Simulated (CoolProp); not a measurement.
A simple Rankine cycle with cyclopentane: condensing at 300.15 K, boiler at 0.688 MPa, turbine inlet 410.8 K, turbine efficiency 0.9, pump efficiency 0.6, no recuperator. Each further row changes one setting.

Model: reference Helmholtz-energy equation of state, Gedanitz 2015, in CoolProp.

```
case                             thermal efficiency (%)  net work (kJ/kg)  heat in (kJ/kg)  turbine exit temperature (K)  volume ratio over the turbine
-------------------------------  ----------------------  ----------------  ---------------  ----------------------------  -----------------------------
as stated                                          18.1               ___              550                         335.2                           13.7
turbine inlet 430.8 K                              18.1               106              588                         357.0                           13.7
condensing temperature 292.15 K                    19.5               110              565                         326.9                           18.5
boiler pressure 0.482 MPa                           ___               ___              557                         346.9                           9.55
turbine efficiency 0.8                             16.0              88.3              550                         343.2                           14.1
```

Some entries are withheld; supply them.


- as stated, net work (kJ/kg): 99.5
- boiler pressure 0.482 MPa, thermal efficiency (%): 16.1
- boiler pressure 0.482 MPa, net work (kJ/kg): 89.6
